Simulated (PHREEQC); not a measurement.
0.017 g of hydrous ferric oxide (600 m²/g; 0.2 weak and 0.005 strong sites per Fe, Dzombak-Morel constants, diffuse double layer) in 1 kg of water with 0.01 mol/kgw of an inert sodium salt, at 25 °C; the pH is set by adding NaOH or the inert anion's acid. Oxygen is held at 0.21 atm. No CO2 enters from the air. Nothing may precipitate in this run.

Model: ion-association model, wateq4f.dat, run in PHREEQC.

```
pH    surface charge σ (C/m²)  surface potential ψ (mV)
----  -----------------------  ------------------------
4                       0.216                       185
4.38                      [?]                       174
5.12                    0.103                       148
5.5                       [?]                       132
6.25                      [?]                        98
6.62                    0.027                        80
7.38                    0.010                        40
7.75                    0.005                        20
8.5                    -0.005                       -22
8.88                   -0.011                       -42
9.62                   -0.027                       -81
10                     -0.040                      -100
```

Question: Complete the blanks.

Answer: 
- 4.38, surface charge σ (C/m²): 0.173
- 5.5, surface charge σ (C/m²): 0.077
- 6.25, surface charge σ (C/m²): 0.039

Complexes and solids missing from the database can't appear.
